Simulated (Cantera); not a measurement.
# Equilibrium for hydrogen reduction and annealing atmospheres: FeS + H2 + H2O

A closed system holds: 1 mol FeS, 200 mol H2, 4.9 mol H2O, held at 195 Torr.

Cantera equilibrium calculation (NASA polynomials, part measured and part estimated; ideal gas, pure solids and liquids). Candidate condensed phases: Fe, FeO, Fe(OH)2, Fe(OH)3, FeS, FeSO4, FeS2, Fe2O3, Fe2(SO4)3, Fe3O4, H2O, H2SO4, S; 22 gas species. Mutual solubility and eutectic melting of coexisting phases are not modelled. FeS: taken at fixed stoichiometry. Equilibrium is a limit: real reactors are often held back by kinetics, nucleation or transport.

From 748 K to 1148 K the condensed part is Fe(α) + FeS(s). From 1248 K to 1648 K the condensed part is Fe(γ). At 1748 K the condensed part is Fe(δ).

| T (K) | log p H2 | log p H2O | log p H2S | log p H | log p SH | log p Fe | n Fe(α) | n FeS(s) | n Fe(γ) | n Fe(δ) |
|---|---|---|---|---|---|---|---|---|---|---|
| 748 | -0.60 | -2.21 | -4.71 | <-12 | -12.52 | <-12 | 0.0154 | 0.985 | 0 | 0 |
| 848 | -0.60 | -2.21 | -4.17 | -11.02 | -10.63 | <-12 | 0.0538 | 0.946 | 0 | 0 |
| 948 | -0.60 | -2.21 | -3.74 | -9.58 | -9.13 | <-12 | 0.143 | 0.857 | 0 | 0 |
| 1048 | -0.60 | -2.21 | -3.40 | -8.41 | -7.92 | <-12 | 0.316 | 0.684 | 0 | 0 |
| 1148 | -0.60 | -2.21 | -3.10 | -7.44 | -6.92 | -11.10 | 0.620 | 0.380 | 0 | 0 |
| 1248 | -0.60 | -2.21 | -2.90 | -6.63 | -6.11 | -9.63 | 0 | 0 | 1.000 | 0 |
| 1348 | -0.60 | -2.21 | -2.90 | -5.93 | -5.60 | -8.39 | 0 | 0 | 1.000 | 0 |
| 1448 | -0.60 | -2.21 | -2.90 | -5.33 | -5.16 | -7.32 | 0 | 0 | 1.000 | 0 |
| 1548 | -0.60 | -2.21 | -2.90 | -4.81 | -4.78 | -6.39 | 0 | 0 | 1.000 | 0 |
| 1648 | -0.60 | -2.21 | -2.91 | -4.35 | -4.45 | -5.58 | 0 | 0 | 0.998 | 0 |
| 1748 | -0.60 | -2.21 | -2.93 | -3.94 | -4.17 | -4.87 | 0 | 0 | 0 | 0.989 |
log p: log10 of the partial pressure in bar; n: condensed amount in mol.
